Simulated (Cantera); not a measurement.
Input: 1 mol Si3H8, 310 mol H2, 0.0085 mol Cl2, equilibrated at 1277 °C and 0.330 bar.

These are equilibrium values from Cantera (NASA tables, ideal gas, pure condensed phases), not measurements of a reactor. Candidate condensed phases: Si; 19 gas species. The feed counts by its element totals alone. Kinetics and transport are ignored.

Base state: H2 1.000, H 5.48e-5, HCl 5.41e-5 (mole fractions); condensed: Si(s).

### Question
What changes in the equilibrium state with this change: 0.86 mol O2 added?

### Answer
```tsv
species	before	after
H2	1.000	0.996
SiO	0	0.00379
H	5.48e-5	5.47e-5
HCl	5.41e-5	5.39e-5
Si(s), mol	3.00	1.54
SiO2(β-quartz), mol	0	0.262
```
Mutual solubility and eutectic melting of coexisting phases are not modelled. The tables hold silica as quartz up to 1696 K and as liquid above; real silica turns to tridymite and cristobalite and melts near 1996 K. Further candidate phases: H2O, SiO2.

### Question
What changes in the equilibrium state with this change: Cl2 from 0.0085 to 0.31 mol?

### Answer
```json
[
 {"species": "H2", "before": "1.000", "after": "0.998"},
 {"species": "HCl", "before": "5.41e-5", "after": "0.00195"},
 {"species": "H", "before": "5.48e-5", "after": "5.48e-5"},
 {"species": "SiCl2", "before": "9.76e-9", "after": "1.27e-5"},
 {"species": "Si(s), mol", "before": "3.00", "after": "2.99"}
]
```
